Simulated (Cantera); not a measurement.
A jet of CH4 : O2 : N2 = 0.079 : 0.15 : 0.79 (molar parts) at 300 K and 4100 Pa hits a platinum plate 6.3 cm away at a mass flux of 0.17 kg/m²/s; the plate temperature is set and raised in steps from an oxygen-covered start.

Cantera simulation using Deutschmann's 1995 Pt surface mechanism with GRI-Mech 3.0 gas chemistry; the numbers are that mechanism's predictions, not measurements. Catalytic surfaces can have several steady states; this one follows from the mechanism file's or the stated starting coverage.

One state of this run: wall x CH4 = 0.0191; wall x O2 = 0.0227; wall x H2O = 0.108; wall x OH = 7.29e-6; wall x CO = 8.23e-5; wall x CO2 = 0.0720; θ free Pt = 0.787; θ O* = 0.212; θ OH* = 0.000688. x: mole fraction at the wall; θ: surface coverage.

### Question
Which value of plate T (K) does it belong to?
(A) 1200
(B) 1000
(C) 950
(D) 1050

### Answer
A, 1200
